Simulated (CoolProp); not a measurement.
Vapour-liquid equilibrium of dimethyl carbonate (1) + n-nonane (2) at 0.046 MPa; x and y are mole fractions of (1).

The numbers come from the multi-fluid Helmholtz-energy mixture model, Zhou 2011 and Lemmon 2006; pair parameters Bell 2016 in CoolProp.

Task: Give the bubble temperature and the first vapour's composition at x = 0.15, 0.55, 0.85. Is there an azeotrope?

Result: x = 0.15: 359.5 K, y = 0.759; x = 0.55: 343.1 K, y = 0.904; x = 0.85: 341.4 K, y = 0.931. No azeotrope shows between x = 0.05 and 0.95.

Pair parameters are fitted to limited data, so mixtures are less certain than the pure fluids. With so large a gap from Raoult's law the liquid may split in two, which this calculation doesn't test in full.
